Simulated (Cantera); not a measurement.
Input (Python, Cantera):

```python
import numpy as np
import cantera as ct

gas = ct.Solution("gri30.yaml")
gas.TPX = 1525, 100000, {'CH4': 0.01, 'O2': 0.0078, 'N2': 1}
reactor = ct.IdealGasConstPressureReactor(gas, energy="off", clone=False)
net = ct.ReactorNet([reactor])
net.rtol, net.atol = 1e-08, 1e-18
show = ['CH4', 'O2', 'CO', 'CH2', 'NO', 'C2H6']
times = np.geomspace(1e-05, 1, 12)

steps = ct.SolutionArray(gas, extra=["t"])
rows = []
print(f"{'t/s':>10s}{'T/K':>9s}{'P/Pa':>11s}" + "".join(f"{s:>11s}" for s in show))
for t in times:
    while net.time < t:
        t_next = net.step()
        steps.append(gas.state, t=t_next)
    rows.append([np.interp(t, steps.t, y) for y in (steps.T, steps.P, *steps(*show).X.T)])
    print(f"{t:10.3e}{rows[-1][0]:9.1f}{rows[-1][1]:11.4g}" + "".join(f"{x:11.3e}" for x in rows[-1][2:]))
rate = np.gradient(steps.T, steps.t)
print("integrator steps:", len(steps.t))
if steps.T.max() > steps.T[0] + 200:
    print(f"time of steepest temperature rise: {steps.t[rate.argmax()]:.4e} s")
gas.TPX = 1525, 100000, {'CH4': 0.01, 'O2': 0.0078, 'N2': 1}
gas.equilibrate("TP")
print(f"equilibrium (TP): T = {gas.T:.1f} K  " + "  ".join(f"{s} {gas[s].X[0]:.3e}" for s in show))
```

It prints:

```
       t/s      T/K       P/Pa        CH4         O2         CO        CH2         NO       C2H6
 1.000e-05   1525.0      1e+05  9.825e-03  7.664e-03  1.796e-13  6.394e-14  1.563e-16  2.526e-13
 2.848e-05   1525.0      1e+05  9.825e-03  7.664e-03  3.641e-12  4.278e-13  1.161e-15  9.008e-12
 8.111e-05   1525.0      1e+05  9.824e-03  7.663e-03  4.498e-11  1.766e-12  5.190e-15  2.587e-10
 2.310e-04   1525.0      1e+05  9.823e-03  7.663e-03  6.115e-10  8.575e-12  2.040e-14  6.503e-09
 6.579e-04   1525.0      1e+05  9.817e-03  7.662e-03  1.238e-08  5.318e-11  9.372e-14  1.504e-07
 1.874e-03   1525.0      1e+05  9.792e-03  7.656e-03  3.765e-07  3.468e-10  5.546e-13  2.641e-06
 5.337e-03   1525.0      1e+05  9.647e-03  7.605e-03  1.283e-05  2.217e-09  4.686e-12  2.537e-05
 1.520e-02   1525.0      1e+05  8.121e-03  6.965e-03  3.892e-04  2.872e-08  2.877e-10  1.557e-04
 4.329e-02   1525.0      1e+05  9.241e-04  2.233e-04  5.339e-03  5.449e-08  1.044e-07  4.865e-06
 1.233e-01   1525.0      1e+05  8.576e-04  1.993e-05  5.375e-03  3.175e-09  8.528e-08  5.000e-07
 3.511e-01   1525.0      1e+05  8.165e-04  8.192e-07  5.268e-03  1.208e-09  7.447e-08  2.466e-07
 1.000e+00   1525.0      1e+05  7.282e-04  1.891e-10  5.079e-03  1.015e-09  5.697e-08  1.842e-07
integrator steps: 1633
equilibrium (TP): T = 1525.0 K  CH4 2.096e-11  O2 6.251e-13  CO 8.738e-03  CH2 1.378e-17  NO 2.656e-09  C2H6 1.099e-22
```

Cantera simulation using GRI-Mech 3.0 (53 species, 325 reactions); the numbers are that mechanism's predictions, not measurements.
